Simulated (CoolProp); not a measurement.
n-perfluorohexane along the isobar 9.06 MPa: density (kg/m³) from the reference equation and from simpler models built on Tc = 174.9 °C, pc = 1.742 MPa, ω = 0.497; each cubic takes its own stable root.

Model: reference Helmholtz-energy equation of state, Gao 2022, in CoolProp.

```
T (°C)          phase  reference
------  -------------  ---------
45.25          liquid       1661
55.35          liquid       1634
65.45          liquid       1607
75.65          liquid       1579
85.75          liquid       1551
95.85          liquid       1523
105.95         liquid       1494
116.15         liquid       1464
126.25         liquid       1434
136.35         liquid       1403
146.45         liquid       1371
156.65         liquid       1338
166.75         liquid       1305
176.85  supercritical       1271
```

### Question
How far does each simpler model (van der Waals, Redlich-Kwong) lie from the reference over these 14 states: mean and median of the absolute difference, and the worst?

### Answer
- van der Waals: mean 35.8 %, median 36.1 %, worst -39.3 % at 45.25 °C and 9.06 MPa
- Redlich-Kwong: mean 13.8 %, median 14.0 %, worst -15.1 % at 45.25 °C and 9.06 MPa
